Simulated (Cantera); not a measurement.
**Transport properties of process gases**

Gas mixture: 25.9 % H2O, 74.1 % NO, at 24.0 Torr, frozen composition.

Cantera's kinetic-theory transport with the Lennard-Jones parameters of GRI-Mech 3.0, ideal gas; thermal conductivity in the mixture-averaged form. Polar gases are described roughly by these parameters. The composition is frozen, though it would react at the higher temperatures.

```json
[
 {"T (K)": "400", "ρ (kg/m³)": "0.0259", "cp (J/kg/K)": "1155", "μ (µPa s)": "20.8", "λ (mW/m/K)": "33.5", "Pr": "0.718", "D (cm²/s) N2": "11.1", "D (cm²/s) O": "17.5", "D (cm²/s) H2O": "12.4"},
 {"T (K)": "650", "ρ (kg/m³)": "0.0159", "cp (J/kg/K)": "1227", "μ (µPa s)": "30.3", "λ (mW/m/K)": "52.5", "Pr": "0.708", "D (cm²/s) N2": "25.9", "D (cm²/s) O": "40.4", "D (cm²/s) H2O": "30.4"},
 {"T (K)": "900", "ρ (kg/m³)": "0.0115", "cp (J/kg/K)": "1306", "μ (µPa s)": "38.6", "λ (mW/m/K)": "71.5", "Pr": "0.704", "D (cm²/s) N2": "45.0", "D (cm²/s) O": "70.0", "D (cm²/s) H2O": "54.2"},
 {"T (K)": "1150", "ρ (kg/m³)": "0.00900", "cp (J/kg/K)": "1370", "μ (µPa s)": "46.0", "λ (mW/m/K)": "90.0", "Pr": "0.701", "D (cm²/s) N2": "67.9", "D (cm²/s) O": "106", "D (cm²/s) H2O": "82.9"},
 {"T (K)": "1400", "ρ (kg/m³)": "0.00739", "cp (J/kg/K)": "1421", "μ (µPa s)": "52.9", "λ (mW/m/K)": "108", "Pr": "0.698", "D (cm²/s) N2": "94.4", "D (cm²/s) O": "146", "D (cm²/s) H2O": "116"},
 {"T (K)": "1650", "ρ (kg/m³)": "0.00627", "cp (J/kg/K)": "1464", "μ (µPa s)": "59.4", "λ (mW/m/K)": "125", "Pr": "0.697", "D (cm²/s) N2": "124", "D (cm²/s) O": "192", "D (cm²/s) H2O": "153"}
]
```
D: mixture-averaged diffusion coefficient of that species in the mixture.
